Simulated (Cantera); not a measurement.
A perfectly stirred reactor is fed with NO : N2 = 1 : 0.14 (molar parts), at 0.0350 bar; it is held at 2023 K, and followed from long to short residence time.

Cantera simulation using GRI-Mech 3.0 (53 species, 325 reactions); the numbers are that mechanism's predictions, not measurements. Radical loss at walls, strong at low pressure, is not modelled.

Task: What does this change do: 0.073 parts H2O added?

Result: 
```
quantity                 before     after
---------------------  --------  --------
x(NO) at τ = 6.30 s       0.328     0.295
x(N2O) at τ = 6.30 s    2.72e-5   1.26e-5
x(O2) at τ = 6.30 s       0.273     0.262
x(O) at τ = 6.30 s      0.00229   0.00221
x(NO2) at τ = 6.30 s   0.000115  0.000101
x(NO) at τ = 78.0 ms      0.866     0.811
x(N2O) at τ = 78.0 ms  0.000257   7.88e-5
x(O2) at τ = 78.0 ms    0.00477   0.00634
x(O) at τ = 78.0 ms    0.000683  0.000327
x(NO2) at τ = 78.0 ms   5.63e-5   4.77e-5
```
